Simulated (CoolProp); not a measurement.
Vapour-liquid equilibrium of n-decane (1) + n-dodecane (2) at 0.216 bar; x and y are mole fractions of (1).

Model: multi-fluid Helmholtz-energy mixture model, Lemmon 2006 and Lemmon 2004; pair parameters Bell 2016, in CoolProp.

```
x     bubble temperature, mixture model (°C)  bubble temperature, Raoult's law (°C)  y, mixture model  y, Raoult's law
----  --------------------------------------  -------------------------------------  ----------------  ---------------
0.05                                   157.3                                  157.1             0.141            0.149
0.15                                   151.4                                  151.1             0.367            0.377
0.25                                   146.2                                  146.0             0.533            0.540
0.35                                   141.6                                  141.5             0.656            0.660
0.45                                   137.6                                  137.5             0.749            0.751
0.55                                   134.0                                  134.0             0.820            0.822
0.65                                   130.8                                  130.9             0.875            0.877
0.75                                   128.0                                  128.0             0.920            0.921
0.85                                   125.4                                  125.4             0.956            0.957
0.95                                   123.1                                  123.1             0.986            0.987
```

The largest gap from Raoult's law is +0.3 K in bubble temperature, at x = 0.15. No azeotrope shows between x = 0.05 and 0.95.

Pair parameters are fitted to limited data, so mixtures are less certain than the pure fluids.
